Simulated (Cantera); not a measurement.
An adiabatic, constant-volume homogeneous reactor starts with C₂H₄ : O₂ : N₂ : CO₂ = 1 : 3 : 11.3 : 0.39 (molar parts), equivalence ratio 1.0, at 975 K and 0.217 atm.

Detailed kinetics in Cantera: GRI-Mech 3.0 (53 species, 325 reactions). GRI-Mech 3.0 was tuned for natural gas; its chemistry of ethylene as a main component is partial and can be far from experiment. Below about 1000 K GRI-Mech 3.0 lacks low-temperature oxidation paths.

Task: Predict: time of steepest temperature rise; temperature at 0.700 s; equilibrium temperature; x(O₂) at 0.700 s; x(CO₂) at 0.700 s.

Result: 
```json
{
 "time_of_steepest_temperature_rise": "0.358 s",
 "temperature at 0.700 s": "2697 K",
 "equilibrium_temperature": "2697 K",
 "x(O₂) at 0.700 s": "0.0257 (gas-phase equilibrium 0.0257)",
 "x(CO₂) at 0.700 s": "0.0823 (gas-phase equilibrium 0.0823)"
}
```
